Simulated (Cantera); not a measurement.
# Ignition delay

Mixture: CH4 : O2 : N2 = 1 : 2.6 : 9.77 (molar parts), at 1.30 bar, adiabatic and at constant pressure. Ignition delay is the time to a rise of 400 K.

Detailed kinetics in Cantera: GRI-Mech 3.0 (53 species, 325 reactions).

```tsv
T0 (K)	delay (ms)
1175	45.5
1250	16.0
1325	6.08
1400	2.50
1475	1.12
1550	0.544
1625	0.289
1700	0.165
1775	0.101
```

The apparent activation energy between 1625 and 1775 K is 170 kJ/mol.
